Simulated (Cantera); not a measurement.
A Cantera script and its output.

```python
import numpy as np
import cantera as ct

gas = ct.Solution("gri30.yaml")


def delay(T, t_max=10):
    gas.TPX = T, 100000, {'CH4': 1, 'O2': 2.04, 'N2': 7.67}
    reactor = ct.IdealGasConstPressureReactor(gas, clone=False)
    net = ct.ReactorNet([reactor])
    net.rtol, net.atol = 1e-8, 1e-16
    while net.time < t_max:
        t_old, T_old = net.time, reactor.T
        net.step()
        if reactor.T > T + 400:  # ignition: a rise of 400 K
            return t_old + (T + 400 - T_old) / (reactor.T - T_old) * (net.time - t_old)
    return np.nan


taus = []
for T in [1150, 1250, 1350, 1450, 1550, 1650]:
    taus.append(delay(T))
    print(f"T0 = {T:6g} K   tau = {taus[-1]:.4e} s")
```

It prints:

```
T0 =   1150 K   tau = 9.4917e-02 s
T0 =   1250 K   tau = 2.2614e-02 s
T0 =   1350 K   tau = 6.2089e-03 s
T0 =   1450 K   tau = 1.9600e-03 s
T0 =   1550 K   tau = 7.2136e-04 s
T0 =   1650 K   tau = 3.1000e-04 s
```

Cantera simulation using GRI-Mech 3.0 (53 species, 325 reactions); the numbers are that mechanism's predictions, not measurements.
